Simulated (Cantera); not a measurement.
Input: 1 mol Fe2O3, 0.42 mol CH4, 0.15 mol H2, held at 627 °C and 13300 Pa.

Method: chemical equilibrium by Gibbs-energy minimisation in Cantera with the NASA 1993 tables (ideal gas, pure condensed phases). The tables' stoichiometric FeO is somewhat more stable than real wüstite, so its field is too wide. FeO: taken at fixed stoichiometry. The numbers say what is thermodynamically allowed, not how fast it happens.

```
species        before     after
-----------  --------  --------
H2O             0.247     0.361
H2              0.455     0.328
CO              0.132     0.243
CO2             0.165    0.0514
Fe              <1e-9   0.00720
H               <1e-9   0.00766
OH              <1e-9   0.00113
CH4          0.000676     <1e-9
Fe(OH)2         <1e-9  0.000292
FeO             <1e-9  0.000232
O               <1e-9   1.85e-5
FeO(s), mol      2.00         0
FeO(l), mol         0      1.99
```
Gas species are given as mole fractions.

Q: Name the change that produced these shifts.
(A) CH4 from 0.42 to 0.33 mol
(B) H2 from 0.15 to 2 mol
(C) CH4 from 0.42 to 1 mol
(D) temperature from 627 °C to 1902 °C

A: D, temperature from 627 °C to 1902 °C
